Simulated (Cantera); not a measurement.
Charge: 1 mol CO, 1.8 mol CO₂, equilibrated at 1950 °C and 2200 Pa.

Method: chemical equilibrium by Gibbs-energy minimisation in Cantera with the NASA 1993 tables (ideal gas, pure condensed phases). Rates play no part.

```tsv
species	before	after
CO₂	0.623	0.899
CO	0.369	0.101
O₂	0.00645	<1e-9
O	0.00169	<1e-9
C(graphite), mol	0	0.378
```
Gas species are given as mole fractions.

Q: Name the change that produced these shifts.
A) temperature from 1950 °C to 427 °C
B) temperature from 1950 °C to 2625 °C
C) CO₂ from 1.8 to 4.1 mol
D) pressure from 2200 Pa to 24.0 Pa

A: A, temperature from 1950 °C to 427 °C
